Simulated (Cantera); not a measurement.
# Diamond growth

A diamond (100) surface in a fixed gas of H2 with x(CH4) = 0.026, x(H) = 0.012, x(CH3) = 5e-05, 16000 Pa; coverages are run to steady state.

Model: the Harris–Goodwin 1993 mechanism for the reconstructed diamond (100) surface, integrated in Cantera.

```csv
T (K),growth (µm/h),θ c6HH,θ c6H*,θ c6*H,θ c6**,θ c6HM
950,3.32,0.641,0.0145,0.334,0.00673,0.00281
1025,4.70,0.573,0.0209,0.392,0.0116,0.00204
1100,6.07,0.510,0.0282,0.441,0.0184,0.00146
1175,6.74,0.455,0.0361,0.480,0.0272,0.000964
1250,5.79,0.407,0.0442,0.510,0.0378,0.000498
1325,4.03,0.366,0.0522,0.531,0.0500,0.000188
1400,3.06,0.331,0.0600,0.545,0.0634,5.85e-5
```
θ: site fractions in the mechanism's names (c6HH fully hydrogenated, c6H* and c6*H radical sites, c6** diradical, c6HM methylated).
